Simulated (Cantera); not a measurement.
**Equilibrium for carbon deposition, reforming and gasification: C₂H₂ + H₂**

A closed system holds: 1 mol C₂H₂, 6.1 mol H₂, held at 71.0 mbar.

Cantera equilibrium calculation (NASA polynomials, part measured and part estimated; ideal gas, pure solids and liquids). Candidate condensed phases: C, C₆H₆, C₇H₈, C₈H₁₈; 76 gas species. Rates play no part.

```
T (°C)   x H₂       x H  x C₂H₂ (acetylene)     x C₂H      x C₃    x C₄H₂       x C      x C₂  n C(graphite)
------  -----  --------  ------------------  --------  --------  --------  --------  --------  -------------
1377    1.000  0.000341             4.56e-5  6.79e-11    <1e-12  8.09e-10    <1e-12    <1e-12           2.00
1477    0.999  0.000872            0.000115  7.06e-10    <1e-12   5.18e-9    <1e-12    <1e-12           2.00
1577    0.998   0.00202            0.000261   5.69e-9  7.13e-12   2.71e-8  1.30e-11    <1e-12           2.00
1677    0.995   0.00429            0.000544   3.69e-8  1.10e-10   1.19e-7  1.42e-10  9.26e-12           1.99
1777    0.990   0.00847             0.00105   1.99e-7   1.30e-9   4.50e-7   1.23e-9  1.11e-10           1.98
1877    0.982    0.0157             0.00190   9.13e-7   1.21e-8   1.50e-6   8.66e-9   1.04e-9           1.97
1977    0.969    0.0274             0.00324   3.64e-6   9.15e-8   4.44e-6   5.13e-8   8.06e-9           1.95
2077    0.949    0.0456             0.00524   1.29e-5   5.82e-7   1.19e-5   2.61e-7   5.21e-8           1.92
2177    0.920    0.0723             0.00802   4.06e-5   3.16e-6   2.89e-5   1.16e-6   2.89e-7           1.88
2277    0.878     0.110              0.0117  0.000116   1.50e-5   6.43e-5   4.60e-6   1.40e-6           1.82
2377    0.824     0.160              0.0162  0.000303   6.30e-5  0.000132   1.64e-5   5.98e-6           1.74
2477    0.754     0.223              0.0212  0.000727  0.000238  0.000248   5.32e-5   2.30e-5           1.63
2577    0.671     0.299              0.0264   0.00161  0.000814  0.000432  0.000159   8.02e-5           1.49
2677    0.577     0.385              0.0309   0.00330   0.00255  0.000693  0.000440  0.000257           1.29
```
x: gas mole fraction; n: condensed amount in mol.

From 1377 °C to 2677 °C the condensed part is C(graphite). The main C-bearing gas is CH₄ at 1377 °C and C₂H₂ (acetylene) at 2677 °C.
